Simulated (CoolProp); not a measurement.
R142b along the isobar 5.6 MPa: density (kg/m³) from the reference equation and from simpler models built on Tc = 137.1 °C, pc = 4.055 MPa, ω = 0.232; each cubic takes its own stable root.

Computed with CoolProp (reference Helmholtz-energy equation of state, Lemmon 2006). It is a short technical equation, of lower accuracy than the large ones.

```csv
T (°C),phase,reference
-58.85,liquid,1308
-54.25,liquid,1299
-49.75,liquid,1290
-45.15,liquid,1280
-40.55,liquid,1271
-36.05,liquid,1262
-31.45,liquid,1252
-26.95,liquid,1243
-22.35,liquid,1233
-17.85,liquid,1224
-13.25,liquid,1214
-8.75,liquid,1204
-4.15,liquid,1194
0.35,liquid,1185
4.95,liquid,1174
```

Task: How far does each simpler model (van der Waals, Peng-Robinson) lie from the reference over these 15 states: mean and median of the absolute difference, and the worst?

Result: 
- van der Waals: mean 39.1 %, median 39.1 %, worst -39.7 % at -58.85 °C and 5.6 MPa
- Peng-Robinson: mean 2.0 %, median 2.1 %, worst +2.5 % at 4.95 °C and 5.6 MPa
